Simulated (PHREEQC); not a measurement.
1 kg of water holding 0.022 mol Na2SO4 and 0.017 mol K2SO4 is evaporated at 50 °C; the solids stay in contact with the brine. CO2 from the air is kept out. The run lets Arcanite, Glaserite, Mirabilite, Misenite, Thenardite precipitate or redissolve, and no other solid.

The numbers come from PHREEQC with the Pitzer model, pitzer.dat.

**Question.** Predict ionic strength at water left (kg) = 0.1711, 0.1156, 0.006093.

**Answer.** 
| water left (kg) | ionic strength |
|---|---|
| 0.1711 | 0.684 |
| 0.1156 | 1.01 |
| 0.006093 | 10.5 |

Species that the database lacks are ignored. Away from 25 °C the constants follow the database's enthalpies or fits; those with neither stay at their 25 °C values.
